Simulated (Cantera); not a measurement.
Feed: 1 mol borazine, 0.89 mol O2, 9.5 mol H2, held at 10.0 mbar.

Method: chemical equilibrium by Gibbs-energy minimisation in Cantera with the NASA 1993 tables (ideal gas, pure condensed phases). Candidate condensed phases: B, BN, B2O3, B3O3H3, H2O; 39 gas species. The feed counts by its element totals alone. Mutual solubility and eutectic melting of coexisting phases are not modelled. Rates play no part.

### Question
Which condensed phases are stable at each of these points (T (K)): 1198, 1398, 1598, 1798, 1998, 2198, 2398?

### Answer
```
T (K)  condensed phases  B condensed (%)
-----  ----------------  ---------------
1198    BN(s) + B2O3(l)             99.9
1398    BN(s) + B2O3(l)             98.4
1598    BN(s) + B2O3(l)             69.4
1798              BN(s)             46.1
1998              BN(s)             41.0
2198               B(s)             39.5
2398               B(l)             36.6
```

From 1198 K to 1598 K the condensed part is BN(s) + B2O3(l). From 1798 K to 1998 K the condensed part is BN(s). At 2198 K the condensed part is B(s). At 2398 K the condensed part is B(l).
